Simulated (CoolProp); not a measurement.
Model: reference Helmholtz-energy equation of state, Thol 2019, in CoolProp.

Problem. For decamethylcyclopentasiloxane (D5), give the phase and the cv (kJ/(kg K)), Joule-Thomson coefficient (K/MPa) at 546.1 K and 0.033 MPa; 538.6 K and 0.0138 MPa.

Solution. 
- 546.1 K and 0.033 MPa: gas; cv 1.81, Joule-Thomson coefficient 13.7
- 538.6 K and 0.0138 MPa: gas; cv 1.79, Joule-Thomson coefficient 14.1
